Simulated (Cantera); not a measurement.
# Thermodynamics of silicon carbide growth, feed SiH₂Cl₂ + C₃H₈ + H₂

Feed: 1 mol SiH₂Cl₂, 0.0046 mol C₃H₈, 270 mol H₂, equilibrated at 2498 K and 10.0 mbar.

Equilibrium computed with Cantera from the NASA thermochemical tables; the gas is ideal and each condensed phase is pure. Candidate condensed phases: C, C₆H₆, C₇H₈, C₈H₁₈, Si, SiC; 109 gas species. Kinetics and transport are ignored.

```
Property                                    Value
--------------------------------------  ---------
x(H₂)                                       0.771
x(H)                                        0.219
x(HCl)                                    0.00542
x(Si)                                     0.00317
x(Cl)                                     0.00109
x(SiH)                                    7.37e-5
x(C₂H₂ (acetylene))                       1.92e-5
x(SiCl)                                   8.46e-6
x(SiH₂)                                   5.30e-6
gas amount                              306.7 mol
log10 activity of C(graphite) (absent)      -1.32
log10 activity of Si(l) (absent)            -2.17
```
